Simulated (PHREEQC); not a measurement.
Make-up at 25 °C: 0.078 mol/kgw TMAH. Closed to the air; pH follows from the charge balance.

Model: ion-association model, wateq4f.dat, run in PHREEQC.

Precipitation was switched off in this run.

**Question.** What pH does the model give?

**Answer.** pH 12.79.

Species that the database lacks are ignored. (CH3)4N+ isn't in the database: it is added as a free cation with an ion size of 4 Å.
